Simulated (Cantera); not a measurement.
Charge: 1 mol SiH4, 1.9 mol O2, at 998.15 K and 0.133 bar.

Cantera equilibrium calculation (NASA polynomials, part measured and part estimated; ideal gas, pure solids and liquids). Candidate condensed phases: H2O, Si, SiO2; 18 gas species. Equilibrium is a limit: real reactors are often held back by kinetics, nucleation or transport.

Question: What is the equilibrium state?

Answer: 
```json
{
 "x(H2O)": "0.900",
 "x(H2)": "0.100",
 "n(SiO2(β-quartz))": "1.00 mol",
 "gas_amount": "2.000 mol",
 "log10 activity of Si(s) (absent)": "-19.97"
}
```
